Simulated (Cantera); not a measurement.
A closed system holds: 1 mol SiH2Cl2, 0.0052 mol C3H8, 57 mol H2, at 875 °C and 1000 Pa.

Method: chemical equilibrium by Gibbs-energy minimisation in Cantera with the NASA 1993 tables (ideal gas, pure condensed phases). Candidate condensed phases: C, C6H6, C7H8, C8H18, Si, SiC; 109 gas species. Mutual solubility and eutectic melting of coexisting phases are not modelled. The tables' values for SiCl3 are old estimates; treat these amounts as uncertain. The numbers say what is thermodynamically allowed, not how fast it happens.

Base state: H2 0.970, HCl 0.0275, SiCl2 0.00171, SiCl4 0.000362, SiHCl3 0.000256, SiCl3 0.000237, SiH2Cl2 2.27e-5 (mole fractions); condensed: Si(s) + SiC(s).

Problem. What changes in the equilibrium state with this change: C3H8 from 0.0052 to 0.92 mol?

Solution. 
```csv
species,before,after
H2,0.970,0.968
HCl,0.0275,0.0319
CH4,2.71e-7,0.000223
SiCl2,0.00171,2.79e-6
SiH2Cl2,2.27e-5,3.71e-8
SiHCl3,0.000256,4.85e-7
SiCl3,0.000237,4.49e-7
SiCl4,0.000362,7.97e-7
"Si(s), mol",0.832,0
"SiC(s), mol",0.0156,1.000
"C(graphite), mol",0,1.75
```

Problem. What changes in the equilibrium state with this change: pressure from 1000 Pa to 7100 Pa?

Solution. 
| species | before | after |
|---|---|---|
| H2 | 0.970 | 0.974 |
| HCl | 0.0275 | 0.0227 |
| SiCl4 | 0.000362 | 0.00117 |
| SiH2Cl2 | 2.27e-5 | 0.000109 |
| SiHCl3 | 0.000256 | 0.00101 |
| SiCl2 | 0.00171 | 0.00116 |
| SiCl3 | 0.000237 | 0.000351 |
| Si(s), mol | 0.832 | 0.760 |
| SiC(s), mol | 0.0156 | 0.0155 |

Problem. What changes in the equilibrium state with this change: pressure from 1000 Pa to 5400 Pa?

Solution. 
```csv
species,before,after
H2,0.970,0.973
HCl,0.0275,0.0235
SiCl2,0.00171,0.00125
SiCl4,0.000362,0.00104
SiH2Cl2,2.27e-5,8.98e-5
SiHCl3,0.000256,0.000862
SiCl3,0.000237,0.000343
"Si(s), mol",0.832,0.773
"SiC(s), mol",0.0156,0.0155
```
